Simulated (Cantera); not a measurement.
Charge: 1 mol S, 1.5 mol H₂O, 31 mol N₂, equilibrated at 502 °C and 13.3 mbar.

Cantera equilibrium calculation (NASA polynomials, part measured and part estimated; ideal gas, pure solids and liquids). Candidate condensed phases: H₂O, H₂SO₄, S; 35 gas species. Gases not in the tables: S₃ to S₇. The numbers say what is thermodynamically allowed, not how fast it happens.

Q: What is the equilibrium state?

A: x(N₂): 0.941
x(H₂O): 0.0387
x(S₂): 0.0101
x(H₂S): 0.00664
x(SO₂): 0.00339
x(H₂): 0.000186
x(S₂O): 4.22e-5
gas amount: 32.95 mol
log10 activity of S(l) (absent): -1.49
log10 activity of H₂SO₄(l) (absent): -19.30
